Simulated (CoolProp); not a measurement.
R123 at 293.15 K and 0.212 MPa is throttled through a valve to 0.113 MPa with no heat exchange. Each further row changes one setting.

Computed with CoolProp (reference Helmholtz-energy equation of state, Younglove 1994). It is a modified Benedict-Webb-Rubin equation, recast in Helmholtz form.

```csv
case,temperature change (K),final phase,final density (kg/m³)
as stated,+0.0,liquid,1480
outlet pressure 0.0339 MPa,-19.2,"two-phase, vapour fraction 0.106",21.5
outlet pressure 0.147 MPa,+0.0,liquid,1480
```
